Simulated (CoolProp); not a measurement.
Properties of CHF3 (R23) along the isobar 5.55 MPa.

Model: reference Helmholtz-energy equation of state, Penoncello 2003, in CoolProp.

```
T (K)          phase       Z  cp (kJ/(kg K))  cv (kJ/(kg K))  speed of sound (m/s)  fugacity coefficient
-----  -------------  ------  --------------  --------------  --------------------  --------------------
254.2         liquid  0.1540           1.430          0.7445                   [?]                0.2363
278.8         liquid  0.1609           1.709          0.7766                   [?]                0.4106
303.3  supercritical  0.2284           7.099          0.9175                 154.1                0.6095
327.8  supercritical  0.6292             [?]          0.8029                 168.2                0.7169
352.4  supercritical  0.7433           1.215          0.7725                 189.0                   [?]
376.9  supercritical  0.8109           1.102          0.7783                 204.2                   [?]
401.4  supercritical     [?]           1.061          0.7956                 216.7                   [?]
425.9  supercritical  0.8903           1.049          0.8175                 227.6                0.8939
450.5  supercritical  0.9156           1.049          0.8412                   [?]                0.9164
475    supercritical  0.9350           1.057          0.8651                 246.3                0.9344
```

**Question.** Fill in the missing entries.

**Answer.** 
- 254.2, speed of sound (m/s): 522.5
- 278.8, speed of sound (m/s): 373.3
- 327.8, cp (kJ/(kg K)): 1.617
- 352.4, fugacity coefficient: 0.7821
- 376.9, fugacity coefficient: 0.8295
- 401.4, Z: 0.8569
- 401.4, fugacity coefficient: 0.8657
- 450.5, speed of sound (m/s): 237.4

The peak of cp marks the crossing from liquid-like to gas-like fluid above the critical point.
